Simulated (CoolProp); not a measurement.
The numbers come from the reference Helmholtz-energy equation of state, Lemmon 2006 in CoolProp. It is a short technical equation, of lower accuracy than the large ones.

Question: Give the vapour pressure (bar), liquid density (kg/m³), vapour density (kg/m³), surface tension (mN/m) of saturated carbon monoxide at -177.45, -165.65 °C.

Answer: 
```json
[
 {"T (°C)": "-177.45", "p (bar)": "3.90", "liquid density (kg/m³)": "728", "vapour density (kg/m³)": "15.4", "surface tension (mN/m)": "6.59"},
 {"T (°C)": "-165.65", "p (bar)": "9.12", "liquid density (kg/m³)": "663", "vapour density (kg/m³)": "35.5", "surface tension (mN/m)": "4.25"}
]
```

Surface tension comes from a separate correlation (Mulero 2012).
